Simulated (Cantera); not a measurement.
Equilibrium for hydrogen reduction and annealing atmospheres: Cu₂O + H₂ + N₂

Charge: 1 mol Cu₂O, 60 mol H₂, 33 mol N₂, at 1452 °C and 10.0 mbar.

Equilibrium computed with Cantera from the NASA thermochemical tables; the gas is ideal and each condensed phase is pure. Candidate condensed phases: Cu, CuO, Cu(OH)₂, Cu₂O, H₂O; 27 gas species. Kinetics and transport are ignored.

```
Quantity                             Result
--------------------------------  ---------
x(H₂)                                 0.620
x(N₂)                                 0.347
x(Cu)                                0.0210
x(H₂O)                               0.0105
x(H)                                0.00146
x(Cu₂)                              2.75e-5
x(OH)                               1.37e-6
gas amount                        95.07 mol
log10 activity of Cu(l) (absent)      -0.02
```
